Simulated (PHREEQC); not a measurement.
A solution holds 0.59 mol H2SO4, 0.074 mol MgSO4 and 2 mol MgCl2 per kg of water, at 85 °C. Closed to the air; pH follows from the charge balance.

Computed with PHREEQC (Pitzer model, pitzer.dat).

### Question
The ionic strength comes out as 7.03 mol/kgw. What activity coefficients do Mg+2, HSO4-, SO4-2, H+, Cl- get?

### Answer
Mg+2 1.7, HSO4- 1.2, SO4-2 0.0025, H+ 4.2, Cl- 0.64. Single-ion values are on the MacInnes scale.

Precipitation was switched off in this run. In brines, pH and single-ion activities rest on the MacInnes convention. Constants without temperature data keep their 25 °C values here.
